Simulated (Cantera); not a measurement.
Input: 1 mol Si, 1.9 mol CO2, 780 mol N2, equilibrated at 1750 K and 0.133 bar.

These are equilibrium values from Cantera (NASA tables, ideal gas, pure condensed phases), not measurements of a reactor. Candidate condensed phases: C, Si, SiC, SiO2, Si2N2O, Si3N4; 34 gas species. The tables hold silica as quartz up to 1696 K and as liquid above; real silica turns to tridymite and cristobalite and melts near 1996 K. Kinetics and transport are ignored.

Task: What is the equilibrium state?

Result: 
```json
{
  "x(N2)": "0.997",
  "x(CO)": "0.00240",
  "x(SiO)": "0.000154",
  "x(CO2)": "2.60e-5",
  "n(SiO2(condensed))": "0.880 mol",
  "gas_amount": "782.0 mol",
  "log10 activity of C(graphite) (absent)": "-5.52",
  "log10 activity of Si(l) (absent)": "-6.12"
}
```
